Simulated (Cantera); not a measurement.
Feed: 1 mol SiCl4, 2.4 mol O3, 0.18 mol H2, held at 1023.15 K and 1.00 bar.

Equilibrium computed with Cantera from the NASA thermochemical tables; the gas is ideal and each condensed phase is pure. Candidate condensed phases: H2O, Si, SiO2; 30 gas species. Rates play no part.

Base state: O2 0.543, Cl2 0.384, HCl 0.0700, H2O 0.00271, Cl 0.000338, ClO 1.46e-5 (mole fractions); condensed: SiO2(β-quartz).

Question: What changes in the equilibrium state with this change: pressure from 1.00 bar to 1.33 mbar?

Answer: 
```csv
species,before,after
O2,0.543,0.541
Cl2,0.384,0.375
HCl,0.0700,0.0747
Cl,0.000338,0.00913
H2O,0.00271,0.000115
ClO,1.46e-5,1.44e-5
"SiO2(β-quartz), mol",1.00,1.00
```

Question: What changes in the equilibrium state with this change: pressure from 1.00 bar to 8.90 Pa?

Answer: 
| species | before | after |
|---|---|---|
| O2 | 0.543 | 0.535 |
| Cl2 | 0.384 | 0.357 |
| HCl | 0.0700 | 0.0740 |
| Cl | 0.000338 | 0.0345 |
| H2O | 0.00271 | 3.05e-5 |
| ClO | 1.46e-5 | 1.39e-5 |
| SiO2(β-quartz), mol | 1.00 | 1.00 |

Question: What changes in the equilibrium state with this change: temperature from 1023.15 K to 850 K?

Answer: 
```
species                before    after
-------------------  --------  -------
O2                      0.543    0.542
Cl2                     0.384    0.390
HCl                    0.0700   0.0597
H2O                   0.00271  0.00795
Cl                   0.000338  1.74e-5
ClO                   1.46e-5  1.28e-6
SiO2(β-quartz), mol      1.00     1.00
```
